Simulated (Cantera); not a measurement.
A Cantera script and its output.

```python
import numpy as np
import cantera as ct

gas = ct.Solution("gri30.yaml")
gas.TPX = 1525, 830000, {'CO': 1, 'H2': 0.51, 'CH4': 0.36, 'O2': 1.76, 'N2': 21.1}
reactor = ct.IdealGasConstPressureReactor(gas, energy="on", clone=False)
net = ct.ReactorNet([reactor])
net.rtol, net.atol = 1e-08, 1e-16
show = ['CO', 'H2', 'CH4', 'CH2O', 'H2O', 'C2H6']
times = np.geomspace(2e-06, 7, 16)

steps = ct.SolutionArray(gas, extra=["t"])
rows = []
print(f"{'t/s':>10s}{'T/K':>9s}{'P/Pa':>11s}" + "".join(f"{s:>11s}" for s in show))
for t in times:
    while net.time < t:
        t_next = net.step()
        steps.append(gas.state, t=t_next)
    rows.append([np.interp(t, steps.t, y) for y in (steps.T, steps.P, *steps(*show).X.T)])
    print(f"{t:10.3e}{rows[-1][0]:9.1f}{rows[-1][1]:11.4g}" + "".join(f"{x:11.3e}" for x in rows[-1][2:]))
rate = np.gradient(steps.T, steps.t)
print("integrator steps:", len(steps.t))
if steps.T.max() > steps.T[0] + 200:
    print(f"time of steepest temperature rise: {steps.t[rate.argmax()]:.4e} s")
gas.TPX = 1525, 830000, {'CO': 1, 'H2': 0.51, 'CH4': 0.36, 'O2': 1.76, 'N2': 21.1}
gas.equilibrate("HP")
print(f"equilibrium (HP): T = {gas.T:.1f} K  " + "  ".join(f"{s} {gas[s].X[0]:.3e}" for s in show))
```

Result:

```
       t/s      T/K       P/Pa         CO         H2        CH4       CH2O        H2O       C2H6
 2.000e-06   1525.0    8.3e+05  4.044e-02  2.062e-02  1.456e-02  2.012e-08  1.188e-06  2.307e-10
 5.461e-06   1525.0    8.3e+05  4.043e-02  2.061e-02  1.454e-02  5.216e-07  1.555e-05  4.645e-08
 1.491e-05   1533.6    8.3e+05  4.043e-02  1.996e-02  1.345e-02  1.971e-04  1.525e-03  1.071e-04
 4.072e-05   2050.6    8.3e+05  2.074e-02  3.070e-03  6.207e-15  4.326e-10  4.362e-02  3.994e-27
 1.112e-04   2229.3    8.3e+05  5.675e-03  8.757e-04  8.483e-18  1.664e-11  4.886e-02  2.248e-32
 3.037e-04   2265.0    8.3e+05  2.286e-03  3.646e-04  1.634e-17  2.733e-12  5.004e-02 -6.914e-30
 8.292e-04   2271.1    8.3e+05  1.682e-03  2.789e-04  2.984e-19  1.562e-12  5.025e-02 -5.688e-32
 2.264e-03   2270.9    8.3e+05  1.671e-03  2.775e-04  3.701e-19  1.545e-12  5.025e-02  1.528e-35
 6.183e-03   2270.2    8.3e+05  1.674e-03  2.780e-04  3.732e-19  1.551e-12  5.025e-02  1.558e-35
 1.688e-02   2268.6    8.3e+05  1.680e-03  2.794e-04  3.804e-19  1.564e-12  5.026e-02  1.588e-35
 4.610e-02   2266.0    8.3e+05  1.692e-03  2.819e-04  3.930e-19  1.589e-12  5.027e-02  1.645e-35
 1.259e-01   2263.8    8.3e+05  1.702e-03  2.841e-04  4.038e-19  1.611e-12  5.028e-02  1.698e-35
 3.438e-01   2263.5    8.3e+05  1.704e-03  2.844e-04  4.054e-19  1.615e-12  5.029e-02  1.707e-35
 9.388e-01   2263.5    8.3e+05  1.704e-03  2.844e-04  4.055e-19  1.615e-12  5.029e-02  1.707e-35
 2.563e+00   2263.5    8.3e+05  1.704e-03  2.844e-04  4.055e-19  1.615e-12  5.029e-02  1.707e-35
 7.000e+00   2263.5    8.3e+05  1.704e-03  2.844e-04  4.055e-19  1.615e-12  5.029e-02  1.707e-35
integrator steps: 1732
time of steepest temperature rise: 2.9577e-05 s
equilibrium (HP): T = 2263.5 K  CO 1.704e-03  H2 2.844e-04  CH4 5.682e-19  CH2O 1.615e-12  H2O 5.029e-02  C2H6 2.696e-35
```

Detailed kinetics in Cantera: GRI-Mech 3.0 (53 species, 325 reactions).
